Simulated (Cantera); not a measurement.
Cantera run, input and output.

```python
import numpy as np
import cantera as ct

gas = ct.Solution("SiF4_NH3_mec.yaml", "gas")
gas.TPX = 1873, 13332, {'NH3': 0.16, 'H2': 0.55}
reactor = ct.IdealGasConstPressureReactor(gas, energy="off", clone=False)
net = ct.ReactorNet([reactor])
net.rtol, net.atol = 1e-08, 1e-18
show = ['NH3', 'H2', 'H', 'N2H4', 'NH2']
times = np.geomspace(2e-05, 200, 13)

steps = ct.SolutionArray(gas, extra=["t"])
rows = []
print(f"{'t/s':>10s}{'T/K':>9s}{'P/Pa':>11s}" + "".join(f"{s:>11s}" for s in show))
for t in times:
    while net.time < t:
        t_next = net.step()
        steps.append(gas.state, t=t_next)
    rows.append([np.interp(t, steps.t, y) for y in (steps.T, steps.P, *steps(*show).X.T)])
    print(f"{t:10.3e}{rows[-1][0]:9.1f}{rows[-1][1]:11.4g}" + "".join(f"{x:11.3e}" for x in rows[-1][2:]))
rate = np.gradient(steps.T, steps.t)
print("integrator steps:", len(steps.t))
if steps.T.max() > steps.T[0] + 200:
    print(f"time of steepest temperature rise: {steps.t[rate.argmax()]:.4e} s")
gas.TPX = 1873, 13332, {'NH3': 0.16, 'H2': 0.55}
gas.equilibrate("TP")
print(f"equilibrium (TP): T = {gas.T:.1f} K  " + "  ".join(f"{s} {gas[s].X[0]:.3e}" for s in show))
```

Result:

```
       t/s      T/K       P/Pa        NH3         H2          H       N2H4        NH2
 2.000e-05   1873.0  1.333e+04  2.254e-01  7.746e-01  1.636e-06  2.807e-13  1.327e-06
 7.662e-05   1873.0  1.333e+04  2.253e-01  7.746e-01  6.281e-06  4.597e-12  5.066e-06
 2.936e-04   1873.0  1.333e+04  2.253e-01  7.746e-01  2.405e-05  6.926e-11  1.937e-05
 1.125e-03   1873.0  1.333e+04  2.253e-01  7.746e-01  9.116e-05  1.001e-09  7.336e-05
 4.309e-03   1873.0  1.333e+04  2.249e-01  7.746e-01  2.729e-04  8.929e-09  2.191e-04
 1.651e-02   1873.0  1.333e+04  2.225e-01  7.759e-01  3.210e-04  1.205e-08  2.546e-04
 6.325e-02   1873.0  1.333e+04  2.136e-01  7.811e-01  3.276e-04  1.142e-08  2.478e-04
 2.423e-01   1873.0  1.333e+04  1.834e-01  7.990e-01  3.528e-04  9.329e-09  2.240e-04
 9.283e-01   1873.0  1.333e+04  1.067e-01  8.444e-01  4.464e-04  4.524e-09  1.560e-04
 3.557e+00   1873.0  1.333e+04  1.838e-02  8.963e-01  8.392e-04  4.197e-10  4.760e-05
 1.363e+01   1873.0  1.333e+04  4.979e-04  9.061e-01  1.677e-03  1.196e-12  2.550e-06
 5.220e+01   1873.0  1.333e+04  7.798e-05  9.064e-01  1.694e-03  2.990e-14  4.032e-07
 2.000e+02   1873.0  1.333e+04  1.838e-05  9.064e-01  1.694e-03  1.662e-15  9.505e-08
integrator steps: 1535
equilibrium (TP): T = 1873.0 K  NH3 8.741e-07  H2 9.064e-01  H 1.694e-03  N2H4 3.813e-18  NH2 4.521e-09
```

Model: the gas-phase N/H chemistry of the illustrative SiF4/NH3 mechanism in the Surface Chemkin manual (1991), integrated in Cantera. Walls and surfaces, which speed up NH3 decomposition in real reactors, are not modelled.
